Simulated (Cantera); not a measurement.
Thermodynamics of hydrogen reduction and annealing atmospheres, feed PbO + H₂ + N₂

Charge: 1 mol PbO, 1900 mol H₂, 1.3 mol N₂, equilibrated at 13300 Pa.

Equilibrium computed with Cantera from the NASA thermochemical tables; the gas is ideal and each condensed phase is pure. Candidate condensed phases: H₂O, Pb, PbO, PbO₂, Pb₃O₄; 27 gas species. Equilibrium is a limit: real reactors are often held back by kinetics, nucleation or transport.

```tsv
T (K)	x H₂	x H	x N₂	x H₂O	x Pb	x NH₃	x OH	x Pb₂	n Pb(l)
848	0.999	5.21e-11	0.000680	0.000526	2.24e-6	6.56e-6	<1e-12	<1e-12	0.996
948	0.999	1.44e-9	0.000682	0.000526	3.59e-5	2.91e-6	<1e-12	4.97e-11	0.932
1048	0.998	2.11e-8	0.000683	0.000526	0.000335	1.49e-6	<1e-12	2.09e-9	0.362
1148	0.998	1.96e-7	0.000683	0.000526	0.000526	8.56e-7	<1e-12	2.81e-9	0
1248	0.998	1.28e-6	0.000683	0.000526	0.000526	5.35e-7	6.87e-12	1.69e-9	0
1348	0.998	6.33e-6	0.000683	0.000526	0.000526	3.58e-7	5.37e-11	1.09e-9	0
1448	0.998	2.52e-5	0.000683	0.000526	0.000526	2.53e-7	3.16e-10	7.50e-10	0
1548	0.998	8.43e-5	0.000683	0.000526	0.000526	1.87e-7	1.48e-9	5.40e-10	0
1648	0.998	0.000244	0.000683	0.000526	0.000526	1.43e-7	5.77e-9	4.03e-10	0
1748	0.998	0.000625	0.000683	0.000525	0.000526	1.13e-7	1.92e-8	3.11e-10	0
1848	0.997	0.00145	0.000683	0.000525	0.000525	9.18e-8	5.62e-8	2.45e-10	0
1948	0.995	0.00309	0.000682	0.000525	0.000525	7.60e-8	1.47e-7	1.98e-10	0
2048	0.992	0.00611	0.000681	0.000524	0.000524	6.39e-8	3.51e-7	1.63e-10	0
```
x: gas mole fraction; n: condensed amount in mol.

From 848 K to 1048 K the condensed part is Pb(l). From 1148 K to 2048 K nothing is condensed. The main Pb-bearing gas is Pb throughout.
